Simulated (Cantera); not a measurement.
A freely propagating, adiabatic, planar premixed flame of H2 : O2 : N2 : H2O = 1 : 0.172 : 0.69 : 0.42 (molar parts), equivalence ratio 2.9, unburnt at 650 K and 1.40 bar; mixture-averaged transport, grid criteria slope 0.08 and curve 0.16, no radiation.

Model: the H2/O2 subset of GRI-Mech 3.0, which has no nitrogen chemistry, integrated in Cantera. Burning velocities carry a grid error of a few per cent, more on coarse grids.

### Question
How do the results move with these cheaper or finer settings: unity-Lewis-number transport; multicomponent transport; multicomponent+Soret transport; grid criteria slope 0.5, curve 1; grid criteria slope 0.25, curve 0.5; grid criteria slope 0.03, curve 0.06?

### Answer
| setting | laminar burning velocity | thermal thickness | peak x(H) | peak x(O) | grid points |
|---|---|---|---|---|---|
| as above | 555 cm/s | 0.295 mm | 0.0317 | 0.000700 | 102 |
| unity-Lewis-number transport | 338 cm/s | 0.289 mm | 0.0333 | 0.000506 | 104 |
| multicomponent transport | 551 cm/s | 0.299 mm | 0.0318 | 0.000691 | 102 |
| multicomponent+Soret transport | 538 cm/s | 0.293 mm | 0.0316 | 0.000697 | 103 |
| grid criteria slope 0.5, curve 1 | 652 cm/s | 0.413 mm | 0.0332 | 0.000653 | 35 |
| grid criteria slope 0.25, curve 0.5 | 559 cm/s | 0.329 mm | 0.0315 | 0.000648 | 49 |
| grid criteria slope 0.03, curve 0.06 | 552 cm/s | 0.287 mm | 0.0315 | 0.000707 | 255 |
Unity Lewis numbers drop preferential diffusion, which matters most where H2 and H carry the flame; Soret adds thermal diffusion.
